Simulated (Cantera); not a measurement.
## SiO2 + BCl3 + H2 + Cl2 (oxide etching and cleaning by halides)

Feed: 1 mol SiO2, 6.4 mol BCl3, 0.41 mol H2, 2.9 mol Cl2, held at 3.80 mbar.

Cantera equilibrium calculation (NASA polynomials, part measured and part estimated; ideal gas, pure solids and liquids). Candidate condensed phases: B, B2O3, B3O3H3, H2O, Si, SiO2; 49 gas species. The tables' values for BOCl are old estimates; treat these amounts as uncertain. The tables hold silica as quartz up to 1696 K and as liquid above; real silica turns to tridymite and cristobalite and melts near 1996 K. The numbers say what is thermodynamically allowed, not how fast it happens.

```tsv
T (°C)	x BCl3	x Cl2	x Cl	x SiCl4	x HCl	x B3O3Cl3	n SiO2(β-quartz)
775	0.468	0.262	0.00639	0.106	0.0872	0.0709	0
800	0.467	0.260	0.00889	0.106	0.0871	0.0708	0
825	0.466	0.258	0.0122	0.106	0.0869	0.0706	0
850	0.465	0.255	0.0164	0.106	0.0867	0.0704	0
875	0.464	0.252	0.0218	0.105	0.0865	0.0702	0
900	0.462	0.247	0.0286	0.105	0.0862	0.0699	0
925	0.460	0.242	0.0369	0.105	0.0858	0.0695	0
950	0.458	0.236	0.0471	0.104	0.0853	0.0689	0
975	0.455	0.228	0.0593	0.103	0.0847	0.0682	0
1000	0.453	0.218	0.0735	0.102	0.0840	0.0667	0.00790
1025	0.452	0.207	0.0900	0.0986	0.0832	0.0642	0.0274
1050	0.450	0.195	0.109	0.0957	0.0822	0.0615	0.0450
1075	0.447	0.181	0.130	0.0929	0.0810	0.0586	0.0604
```
x: gas mole fraction; n: condensed amount in mol.

From 775 °C to 975 °C nothing is condensed. From 1000 °C to 1075 °C the condensed part is SiO2(β-quartz). The main Si-bearing gas is SiCl4 throughout.
